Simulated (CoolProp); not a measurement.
The fluid at 293.15 K and 0.623 MPa is throttled through a valve to 0.417 MPa with no heat exchange. The same conditions are run with several fluids, on thermodynamics alone (safety and materials aside).

Model: reference Helmholtz-energy equation of state of each fluid (hexamethyldisiloxane (MM): Thol 2016; isohexane: Lemmon 2006; decamethyltetrasiloxane (MD2M): Thol 2017; R1336mzz(Z): McLinden 2020; R365MFC: Lemmon 2016), in CoolProp.

| fluid | final density (kg/m³) |
|---|---|
| hexamethyldisiloxane (MM) | 765 |
| isohexane | 653 |
| decamethyltetrasiloxane (MD2M) | 854 |
| R1336mzz(Z) | 1380 |
| R365MFC | 1270 |
